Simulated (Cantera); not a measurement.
Feed: 1 mol Si, 6.2 mol F2, 2.3 mol N2, held at 0.00300 bar.

Equilibrium computed with Cantera from the NASA thermochemical tables; the gas is ideal and each condensed phase is pure. Candidate condensed phases: Si, Si3N4; 16 gas species. Rates play no part.

### Question
At 575 °C, list the 5 most abundant gas species with their mole fractions, and the condensed phases.

### Answer
F2 0.406, N2 0.276, F 0.194, SiF4 0.121, NF3 0.00273. Condensed: gas only.
